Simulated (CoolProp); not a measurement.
n-hexane at 268.13 K and 0.551 MPa flows at 8.4 m/s in a round tube of 2 mm bore and 45 µm roughness, fully developed (64/Re and Nu = 3.66 if laminar; Colebrook and Gnielinski if turbulent). Each further row changes one setting.

Computed with CoolProp (reference Helmholtz-energy equation of state, Thol 2019).

| case | Reynolds number | Darcy friction factor | pressure drop (Pa/m) | heat-transfer coefficient (W/(m² K)) | mass flow (kg/h) |
|---|---|---|---|---|---|
| as stated | … | 0.0522 | … | 21200 | 64.8 |
| velocity 16.8 m/s | 55700 | … | … | … | 130 |
| diameter 4 mm | 55700 | 0.0404 | 243000 | … | 259 |

Complete the blanks.


- as stated, Reynolds number: 27900
- as stated, pressure drop (Pa/m): 628000
- velocity 16.8 m/s, Darcy friction factor: 0.0516
- velocity 16.8 m/s, pressure drop (Pa/m): 2480000
- velocity 16.8 m/s, heat-transfer coefficient (W/(m² K)): 42800
- diameter 4 mm, heat-transfer coefficient (W/(m² K)): 18300

Viscosity comes from a separate model (Michailidou 2013). Thermal conductivity comes from a separate model (Assael 2013).
